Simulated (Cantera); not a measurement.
An isothermal, constant-pressure homogeneous reactor starts with H2 : O2 = 0.011 : 1 (molar parts), at 1398 K and 0.00190 bar.

Cantera simulation using GRI-Mech 3.0 (53 species, 325 reactions); the numbers are that mechanism's predictions, not measurements. Radical loss at walls, strong at low pressure, is not modelled.

x: mole fraction; the columns are a selection and need not sum to one.

```csv
t (s),x H2,x O2,x H2O,x OH,x O,x H,x HO2
2.00e-6,0.0109,0.989,<1e-12,<1e-12,<1e-12,6.93e-11,6.98e-11
5.64e-6,0.0109,0.989,<1e-12,3.96e-12,3.96e-12,1.93e-10,1.97e-10
1.59e-5,0.0109,0.989,<1e-12,3.06e-11,3.06e-11,5.24e-10,5.54e-10
4.48e-5,0.0109,0.989,2.18e-12,2.26e-10,2.27e-10,1.34e-9,1.56e-9
0.000126,0.0109,0.989,4.25e-11,1.50e-9,1.51e-9,2.94e-9,4.40e-9
0.000356,0.0109,0.989,6.91e-10,7.93e-9,8.12e-9,4.99e-9,1.24e-8
0.00100,0.0109,0.989,8.85e-9,3.35e-8,3.57e-8,8.15e-9,3.50e-8
0.00283,0.0109,0.989,1.12e-7,1.65e-7,1.87e-7,2.33e-8,9.84e-8
0.00797,0.0109,0.989,3.07e-6,2.56e-6,3.04e-6,3.03e-7,2.75e-7
0.0225,0.00760,0.986,0.00240,0.00155,0.00219,0.000215,1.15e-7
0.0634,4.70e-5,0.979,0.00994,0.00144,0.00958,0.000341,6.50e-8
0.179,4.63e-5,0.979,0.00995,0.00143,0.00952,0.000338,6.47e-8
0.503,4.55e-5,0.979,0.00996,0.00142,0.00936,0.000329,6.42e-8
1.42,4.36e-5,0.979,0.00999,0.00139,0.00893,0.000307,6.28e-8
4.00,(withheld),0.980,0.0101,0.00131,(withheld),(withheld),5.91e-8
```

Question: What belongs in the gaps?

Answer: 
- 4.00, x H2: 3.86e-5
- 4.00, x O: 0.00787
- 4.00, x H: 0.000255
